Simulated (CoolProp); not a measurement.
Saturation properties of R1233zd(E).

The numbers come from the reference Helmholtz-energy equation of state, Akasaka 2022 in CoolProp.

| T (K) | p (MPa) | liquid density (kg/m³) | vapour density (kg/m³) | enthalpy of vaporisation (kJ/kg) | liquid cp (kJ/(kg K)) |
|---|---|---|---|---|---|
| 348.4 | 0.5855 | 1129 | 30.83 | 161.7 | 1.313 |
| 356.7 | 0.7175 | 1104 | 37.91 | 155.8 | 1.341 |
| 365 | 0.8708 | 1077 | 46.35 | 149.5 | 1.373 |
| 373.2 | 1.045 | 1050 | 56.30 | 142.7 | 1.409 |
| 381.5 | 1.247 | 1019 | 68.36 | 135.2 | 1.453 |
| 389.7 | 1.474 | 987.1 | 82.75 | 127.1 | 1.506 |
| 398 | 1.735 | 951.4 | 100.6 | 117.9 | 1.578 |
| 406.3 | 2.028 | 911.3 | 122.8 | 107.5 | 1.680 |

It boils at 291.3 K under 1 atm.
